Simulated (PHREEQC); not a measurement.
Make-up at 25 °C: 0.17 mol H2SO4, 2.3e-06 mol H4SiO4 and 0.0016 mol H3BO3 per kg of water. Closed to the air; pH follows from the charge balance.

All values are PHREEQC results (Pitzer model, pitzer.dat), not measurements.

Each row changes one thing in this solution. This is a speciation only: nothing precipitates in the calculation.

```json
[
 {"case": "as made", "pH": "0.79", "ionic strength (mol/kgw)": "0.253", "HSO4- (mol/kgw)": "0.129", "SO4-2 (mol/kgw)": "0.0413"},
 {"case": "H3BO3 left out", "pH": "0.79", "ionic strength (mol/kgw)": "0.253", "HSO4- (mol/kgw)": "0.129", "SO4-2 (mol/kgw)": "0.0413"},
 {"case": "H4SiO4 left out", "pH": "0.79", "ionic strength (mol/kgw)": "0.253", "HSO4- (mol/kgw)": "0.129", "SO4-2 (mol/kgw)": "0.0413"},
 {"case": "diluted 10-fold with water", "pH": "1.68", "ionic strength (mol/kgw)": "0.0331", "HSO4- (mol/kgw)": "0.00893", "SO4-2 (mol/kgw)": "[?]"},
 {"case": "H2SO4 from 0.17 to 0.085 mol/kgw", "pH": "1.07", "ionic strength (mol/kgw)": "0.134", "HSO4- (mol/kgw)": "0.0607", "SO4-2 (mol/kgw)": "[?]"},
 {"case": "H2SO4 from 0.17 to 0.153 mol/kgw", "pH": "0.83", "ionic strength (mol/kgw)": "0.229", "HSO4- (mol/kgw)": "0.115", "SO4-2 (mol/kgw)": "0.0379"}
]
```

**Question.** What belongs in the gaps?

**Answer.** 
- diluted 10-fold with water, SO4-2 (mol/kgw): 0.00807
- H2SO4 from 0.17 to 0.085 mol/kgw, SO4-2 (mol/kgw): 0.0243

Species that the database lacks are ignored.
